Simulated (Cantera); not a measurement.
# Equilibrium for boron, boron nitride and boron oxide: B₂O₃ + O₂ + H₂

Input: 1 mol B₂O₃, 1.9 mol O₂, a varied amount of H₂, held at 2198 K and 86000 Pa.

Equilibrium computed with Cantera from the NASA thermochemical tables; the gas is ideal and each condensed phase is pure. Candidate condensed phases: B, B₂O₃, B₃O₃H₃, H₂O; 23 gas species. Rates play no part.

```csv
n(H₂) (mol),x H₂,x H₂O,x HBO₂,x B₂O₃
7.8,0.449,0.335,0.193,0.0154
9.7,0.545,0.277,0.158,0.0125
12,0.623,0.229,0.129,0.0101
15,0.691,0.187,0.104,0.00805
18,0.738,0.158,0.0869,0.00664
22,0.782,0.131,0.0711,0.00534
28,0.825,0.105,0.0556,0.00408
34,0.853,0.0880,0.0454,0.00326
42,0.878,0.0724,0.0363,0.00253
52,0.899,0.0595,0.0288,0.00193
```
x: gas mole fraction; nothing condenses.

From 7.8 mol H₂ to 52 mol H₂ nothing is condensed. The main B-bearing gas is HBO₂ throughout.
